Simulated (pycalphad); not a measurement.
All values are pycalphad results on the COST 507 light-alloy database (1999) (1 atm), not direct measurements. No gas phase is included, though pure Mn would boil below 2600 K. The database dates from 1999; later assessments differ in places, in temperatures and in the compounds included. The system is extrapolated from its subsystems; higher-order compounds may be missing. Diffusion is slow at the low end, where real alloys seldom reach equilibrium.

### Question
How does the equilibrium phase assembly of Ti-0.6317Si-12.97Mn (wt.%) change on cooling from 2600 K to 500 K?

### Answer
| T (K) | phases above | phases below |
|---|---|---|
| 1771.0 | LIQUID | BCC_A2 + LIQUID |
| 1592.2 | BCC_A2 + LIQUID | BCC_A2 |
| 1031.2 | BCC_A2 | BCC_A2 + SITI3 |
| 918.9 | BCC_A2 + SITI3 | BCC_A2 + HCP_A3 + SITI3 |
| 827.2 | BCC_A2 + HCP_A3 + SITI3 | ALPHA_TIMN + HCP_A3 + SITI3 |
Changes were sought between steps of 50 K, so a narrower field can be missed.

Database names, with the compositions (at.%) that they take in these runs: SITI3: Ti 75 Si 25; ALPHA_TIMN: Ti 50 Mn 50. BCC_A2 is bcc; HCP_A3 is hcp.
